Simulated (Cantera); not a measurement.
Input: 1 mol MgCO3, 0.23 mol SO2, 8.9 mol H2O, at 1148 K and 1.00 bar.

Method: chemical equilibrium by Gibbs-energy minimisation in Cantera with the NASA 1993 tables (ideal gas, pure condensed phases). Candidate condensed phases: C, C6H6, C7H8, C8H18, H2O, H2SO4, Mg, MgCO3, MgO, Mg(OH)2, MgS, MgSO4, S; 130 gas species. The numbers say what is thermodynamically allowed, not how fast it happens.

Base state: H2O 0.879, CO2 0.0987, SO2 0.0227 (mole fractions); condensed: MgO(s).

### Question
What changes in the equilibrium state with this change: MgCO3 replaced by FeS2?

### Answer
| species | before | after |
|---|---|---|
| H2O | 0.879 | 0.875 |
| SO2 | 0.0227 | 0.0525 |
| H2S | <1e-9 | 0.0460 |
| CO2 | 0.0987 | 0 |
| S2 | <1e-9 | 0.0146 |
| H2 | 5.76e-6 | 0.0113 |
| S2O | <1e-9 | 0.000528 |
| SH | <1e-9 | 3.35e-5 |
| SO | 7.57e-9 | 3.46e-5 |
| MgO(s), mol | 1.00 | 0 |
| FeS(s), mol | 0 | 1.00 |
FeS: taken at fixed stoichiometry. Gases not in the tables: S3 to S7. Further candidate phases: Fe, FeO, Fe(OH)2, Fe(OH)3, FeS, FeSO4, FeS2, Fe2O3, Fe2(SO4)3, Fe3O4.
